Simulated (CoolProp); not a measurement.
A Linde-Hampson liquefier for nitrogen: isothermal reversible compression at 300 K from 1 atm to 10 MPa, throttling to 1 atm, return gas leaving the recuperator 0 K below the feed. Each further row changes one setting.

Values from CoolProp's reference Helmholtz-energy equation of state, Span 2000.

```json
[
 {"case": "as stated", "liquid yield per pass": "0.044", "compression work (kJ/kg of gas)": "408"},
 {"case": "high pressure 20 MPa", "liquid yield per pass": "0.074", "compression work (kJ/kg of gas)": "472"},
 {"case": "warm-end temperature 330 K", "liquid yield per pass": "0.033", "compression work (kJ/kg of gas)": "451"},
 {"case": "warm-end gap 5 K", "liquid yield per pass": "0.033", "compression work (kJ/kg of gas)": "408"}
]
```
